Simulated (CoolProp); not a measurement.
The fluid at 386.22 K and 0.126 MPa (gas) is heated at constant pressure to 453.9 K. The same conditions are run with several fluids, on thermodynamics alone (safety and materials aside).

Computed with CoolProp (reference Helmholtz-energy equation of state of each fluid (dimethyl carbonate: Zhou 2011; R410A: Lemmon 2003; cis-2-butene: Lemmon 2005)). Blends and air are pseudo-pure fits.

| fluid | heat (kJ/kg) | final density (kg/m³) |
|---|---|---|
| dimethyl carbonate | (withheld) | (withheld) |
| R410A | 67.3 | 2.43 |
| cis-2-butene | (withheld) | (withheld) |

Fill in the missing entries.


- dimethyl carbonate, heat (kJ/kg): 102
- dimethyl carbonate, final density (kg/m³): 3.06
- cis-2-butene, heat (kJ/kg): 130
- cis-2-butene, final density (kg/m³): 1.89
